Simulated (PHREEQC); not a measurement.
0.069 g of hydrous ferric oxide (600 m²/g; 0.2 weak and 0.005 strong sites per Fe, Dzombak-Morel constants, diffuse double layer) in 1 kg of water with 0.01 mol/kgw of an inert sodium salt and 2.4e-07 mol/kgw ZnCl2, at 25 °C; the pH is set by adding NaOH or the inert anion's acid. O2 is buffered at 0.21 atm. No CO2 enters from the air. Precipitation was switched off in this run.

Model: ion-association model, wateq4f.dat, run in PHREEQC.

Problem. Predict Zn sorbed (%) at pH = 5.5, 6, 9.5.

Solution. 
| pH | Zn sorbed (%) |
|---|---|
| 5.5 | 3.3 |
| 6 | 21.0 |
| 9.5 | 100.0 |

Species that the database lacks are ignored. The oxide is taken as insoluble; below pH 4 it would dissolve.
